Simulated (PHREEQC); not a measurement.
Dissolve 31 mmol/kgw H2SO4 and 0.16 mmol/kgw CuSO4 at 5 °C. Closed to the air; pH follows from the charge balance.

All values are PHREEQC results (ion-association model, wateq4f.dat), not measurements.

```yaml
pH: 1.43
ionic_strength: 0.0576 mol/kgw
total_alkalinity: -62.0 meq/kg
```

```json
[
 {"species": "H+", "molality": "0.0441", "activity": "0.0375", "log γ": "-0.070"},
 {"species": "HSO4-", "molality": "0.0179", "activity": "0.0146", "log γ": "-0.088"},
 {"species": "SO4-2", "molality": "0.0132", "activity": "0.00597", "log γ": "-0.343"},
 {"species": "Cu+2", "molality": "0.000107", "activity": "5.09e-5", "log γ": "-0.323"},
 {"species": "CuSO4", "molality": "5.29e-5", "activity": "5.36e-5", "log γ": "0.006"}
]
```

Precipitation was switched off in this run. Complexes and solids missing from the database can't appear. At this temperature some constants are extrapolated from 25 °C, and those without enthalpy data are left unchanged.
